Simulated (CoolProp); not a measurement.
Saturation properties of CHF3 (R23).

Values from CoolProp's reference Helmholtz-energy equation of state, Penoncello 2003.

```tsv
T (K)	p (MPa)	vapour density (kg/m³)	liquid cp (kJ/(kg K))	surface tension (mN/m)	liquid conductivity (mW/(m K))
138.3	0.001162	0.07093	(withheld)	(withheld)	209
148.5	0.003686	0.2102	1.197	(withheld)	188
158.7	0.009855	0.5282	1.202	23.1	172
168.9	0.02296	1.164	1.209	21.1	158
179	0.04754	(withheld)	1.220	19.2	147
189.2	0.09050	4.194	1.234	17.2	137
199.4	0.1598	7.154	1.254	15.3	128
209.5	0.2637	11.50	1.279	13.4	120
```

### Question
What belongs in the gaps?

### Answer

- 138.3, liquid cp (kJ/(kg K)): 1.195
- 138.3, surface tension (mN/m): 27.0
- 148.5, surface tension (mN/m): 25.1
- 179, vapour density (kg/m³): 2.297

It boils at 191.1 K under 1 atm.

Thermal conductivity comes from a separate model (Shan 2000). Surface tension comes from a separate correlation (Mulero 2012).
